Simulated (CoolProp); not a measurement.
Sulfur dioxide along the isotherm 489 K: Z from the reference equation and from simpler models built on Tc = 430.6 K, pc = 7887 kPa, ω = 0.256; each cubic takes its own stable root.

The numbers come from the reference Helmholtz-energy equation of state, Gao 2016 in CoolProp.

```tsv
p (kPa)	phase	reference
111	gas	0.9969
179	gas	0.9950
289	gas	0.9919
467	gas	0.9868
754	gas	0.9786
1220	gas	0.9652
1970	gas	0.9431
3180	gas	0.9064
5140	gas	0.8436
8300	supercritical	0.7330
13400	supercritical	0.5388
21700	supercritical	0.4678
35000	supercritical	0.6076
```

How far does each simpler model (van der Waals, Redlich-Kwong, Soave-Redlich-Kwong, Peng-Robinson) lie from the reference over these 13 states: mean and median of the absolute difference, and the worst?


- van der Waals: mean 5.0 %, median 0.0 %, worst +29.7 % at 489 K and 35000 kPa
- Redlich-Kwong: mean 2.1 %, median 0.4 %, worst +9.2 % at 489 K and 35000 kPa
- Soave-Redlich-Kwong: mean 3.3 %, median 0.1 %, worst +17.6 % at 489 K and 21700 kPa
- Peng-Robinson: mean 1.7 %, median 0.7 %, worst +8.6 % at 489 K and 21700 kPa
